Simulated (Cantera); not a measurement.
A freely propagating, adiabatic, planar premixed flame of H2 : O2 : N2 = 1 : 0.82 : 3.08 (molar parts), equivalence ratio 0.61, unburnt at 623 K and 0.908 atm; mixture-averaged transport, grid criteria slope 0.08 and curve 0.16, no radiation.

Cantera simulation using the H2/O2 subset of GRI-Mech 3.0, which has no nitrogen chemistry; the numbers are that mechanism's predictions, not measurements. Burning velocities carry a grid error of a few per cent, more on coarse grids. Lean hydrogen flames are cellular in practice and burn faster than this planar one.

x: mole fraction of selected species; z is measured from the peak of heat release.

| z (mm) | T (K) | u (m/s) | x H2 | x O2 | x O | x H2O | x H2O2 | x H |
|---|---|---|---|---|---|---|---|---|
| -1.47 | 623 | 4.93 | 0.204 | 0.167 | <1e-8 | <1e-8 | <1e-8 | <1e-8 |
| -0.978 | 623 | 4.93 | 0.204 | 0.167 | <1e-8 | <1e-8 | <1e-8 | <1e-8 |
| -0.733 | 623 | 4.93 | 0.204 | 0.167 | <1e-8 | 1.81e-8 | <1e-8 | <1e-8 |
| -0.489 | 623 | 4.93 | 0.204 | 0.167 | 1.78e-8 | 2.40e-6 | ___ | 1.14e-7 |
| -0.244 | 655 | 5.13 | 0.193 | 0.168 | 1.78e-5 | 0.00209 | ___ | 0.000220 |
| -0.122 | 859 | 6.55 | 0.156 | 0.163 | 0.000484 | 0.0239 | ___ | 0.00424 |
| 0 | 1215 | 9.04 | 0.0814 | 0.130 | 0.00525 | 0.0943 | ___ | 0.0186 |
| 0.122 | 1478 | 10.9 | 0.0298 | 0.0913 | 0.0117 | 0.160 | ___ | 0.0250 |
| 0.244 | 1618 | 11.9 | 0.0171 | 0.0788 | 0.0130 | 0.181 | ___ | 0.0212 |
| 0.489 | 1761 | 12.8 | 0.0128 | 0.0744 | 0.0108 | 0.192 | ___ | 0.0136 |
| 0.978 | 1890 | 13.6 | 0.00919 | 0.0726 | 0.00742 | 0.202 | ___ | 0.00703 |
| 1.96 | 1990 | 14.3 | 0.00548 | 0.0719 | 0.00425 | 0.211 | ___ | 0.00287 |
| 3.91 | 2056 | 14.7 | 0.00265 | 0.0720 | 0.00201 | 0.217 | ___ | 0.000894 |

Question: Complete the blanks.

Answer: 
- -0.489, x H2O2: 1.34e-8
- -0.244, x H2O2: 7.91e-6
- -0.122, x H2O2: 1.42e-5
- 0, x H2O2: 7.16e-6
- 0.122, x H2O2: 3.92e-6
- 0.244, x H2O2: 2.17e-6
- 0.489, x H2O2: 1.10e-6
- 0.978, x H2O2: 6.03e-7
- 1.96, x H2O2: 3.64e-7
- 3.91, x H2O2: 2.32e-7
